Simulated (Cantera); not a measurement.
Input (Python, Cantera) and output of one run.

```python
import numpy as np
import cantera as ct

gas_names = [...]  # 136 gases of nasa_gas.yaml made of C, H, N, O
cond_names = """
    C(gr) C6H6(L) C7H8(L) C8H18(L),n-octa H2O(s) H2O(L)
""".split()


# ... load() reads the species with a 1 bar reference pressure and builds the phases ...
atoms = {
    'C6H6': {'C': 6, 'H': 6},
    'H2O': {'H': 2, 'O': 1},
    'N2': {'N': 2},
}
top_T = {'C(gr)': 4500}  # K; cautious upper limits of use, not melting points


# ... equilibrate(T, P, feed) seeds the gas with the atoms and calls Mixture.equilibrate('TP', solver="vcs", rtol=1e-11, max_steps=5000) ...
results = []
feed = {'C6H6': 1, 'H2O': 0.38, 'N2': 0.88}  # mol
T = 1273.15  # K
for P in [10, 56, 320, 1800, 10000, 56000, 320000, 1800000, 10000000]:
    mix = equilibrate(T, P, feed)
    results.append((T, P, feed, dict(zip(mix.species_names, mix.species_moles))))

top = {s: max(r[3][s] / sum(r[3][g] for g in gas_names) for r in results) for s in gas_names}
cols = sorted((s for s in top if top[s] > 0.001), key=lambda s: -top[s])[:8]
seen = [c for c in cond_names if any(r[3].get(c, 0) > 1e-12 for r in results)]
print("log10 of partial pressures in bar; condensed amounts in mol")
print(f"{'P/Pa':>10s}" + "".join(f"{s[:9]:>10s}" for s in cols + seen))
for T, P, feed, n in results:
    ng = sum(n[g] for g in gas_names)
    print(f"{P:10.4g}" + "".join(f"{np.log10(max(n[s] / ng * P / 1e5, 1e-99)):10.3f}" for s in cols)
          + "".join(f"{n.get(c, 0):10.4g}" for c in seen))
```

Result:

```
log10 of partial pressures in bar; condensed amounts in mol
      P/Pa        H2        N2       CH4        CO       H2O       CO2       NH3     C(gr)
        10    -4.138    -4.722   -10.303    -5.087   -11.150   -12.318   -12.426      5.62
        56    -3.389    -3.974    -8.806    -4.339    -9.653   -10.821   -10.930      5.62
       320    -2.632    -3.217    -7.293    -3.582    -8.139    -9.307    -9.416      5.62
      1800    -1.882    -2.467    -5.792    -2.831    -6.639    -7.807    -7.916     5.619
     1e+04    -1.138    -1.722    -4.304    -2.087    -5.150    -6.318    -6.427     5.618
   5.6e+04    -0.392    -0.973    -2.811    -1.340    -3.656    -4.823    -4.932     5.609
   3.2e+05     0.356    -0.210    -1.316    -0.587    -2.157    -3.319    -3.430     5.562
   1.8e+06     1.060     0.566     0.093     0.139    -0.726    -1.866    -1.985     5.372
     1e+07     1.666     1.370     1.304     0.792     0.533    -0.560    -0.675     5.003
```

Equilibrium computed with Cantera from the NASA thermochemical tables; the gas is ideal and each condensed phase is pure. The ideal-gas law is rough above about 30 bar.
